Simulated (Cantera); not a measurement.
A perfectly stirred reactor is fed with C₃H₈ : O₂ : N₂ = 1 : 3.85 : 14.5 (molar parts), equivalence ratio 1.3, at 1.00 atm; it is adiabatic with a 400 K inlet, and is followed from long to short residence time, starting on the burning branch (τ in s: 0.091, 0.029, 0.0095, 0.0031, 0.00099, 0.00032, 0.0001, 3.3e-05, 1.1e-05).

Computed with Cantera and GRI-Mech 3.0 (53 species, 325 reactions). GRI-Mech 3.0 was tuned for natural gas; its chemistry of propane as a main component is partial and can be far from experiment.

### Question
What does this change do: inlet temperature 400 to 525 K?

### Answer
```csv
quantity,before,after
"blow-out, bracketed by the residence times tried","burning at 0.100 ms, out at 33.0 µs","burning at 0.100 ms, out at 33.0 µs"
x(C₃H₈) at τ = 91.0 ms,2.48e-7,1.85e-7
x(O₂) at τ = 91.0 ms,0.000185,0.000244
x(CH₂) at τ = 91.0 ms,3.96e-7,3.45e-7
x(CH₃) at τ = 91.0 ms,6.09e-6,4.55e-6
x(O) at τ = 91.0 ms,6.93e-5,0.000103
x(C₃H₈) at τ = 0.990 ms,1.02e-5,8.17e-6
x(O₂) at τ = 0.990 ms,0.00272,0.00289
x(CH₂) at τ = 0.990 ms,8.35e-6,7.69e-6
x(CH₃) at τ = 0.990 ms,9.65e-5,8.25e-5
x(O) at τ = 0.990 ms,0.000749,0.000947
```
